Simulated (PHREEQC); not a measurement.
Consider water at 25 °C with 0.13 mol/kgw HF, 0.0031 mol/kgw NH4F, 0.13 mol/kgw H2SiF6 and 0.00017 mol/kgw H2SO4. Closed to the air; pH follows from the charge balance.

The numbers come from PHREEQC with the ion-association model, phreeqc.dat.

Question: The ionic strength comes out as 0.391 mol/kgw. What activity coefficients do F-, H+, HF2-, SO4-2, HSO4- get?

Answer: F- 0.65, H+ 0.77, HF2- 0.73, SO4-2 0.23, HSO4- 0.73.

This is a speciation only: nothing precipitates in the calculation. SiF6-2 is the database's only silicon fluoride.
